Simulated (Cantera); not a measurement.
## Nitride etching: BN + O2 + HCl

Input: 1 mol BN, a varied amount of O2, 31 mol HCl, at 1.33 mbar.

Equilibrium computed with Cantera from the NASA thermochemical tables; the gas is ideal and each condensed phase is pure. Candidate condensed phases: B, BN, B2O3, B3O3H3, H2O, NH4Cl; 49 gas species. The tables' values for BCl2 are old estimates. The numbers say what is thermodynamically allowed, not how fast it happens.

Stable condensed phases:

```
T in K \ n(O2) in mol
         1.3 1.8 2.3 2.8 3.3 3.8 4.3 4.8 5.4 5.9 6.4 6.9
   1500    A   A   A   A   A   A   A   A   A   A   A   A
   1475    A   A   A   A   A   A   A   A   A   A   A   A
   1450    A   A   A   A   A   A   A   A   A   A   A   A
   1425    A   A   A   A   A   A   A   A   A   A   A   A
   1400    A   A   A   A   A   A   A   A   A   A   A   A
   1375    B   A   A   A   A   A   A   A   A   A   A   A
   1350    B   B   B   B   B   B   B   B   B   A   A   A
   1325    B   B   B   B   B   B   B   B   B   B   B   B
   1300    B   B   B   B   B   B   B   B   B   B   B   B
```

A: gas only; B: B2O3.
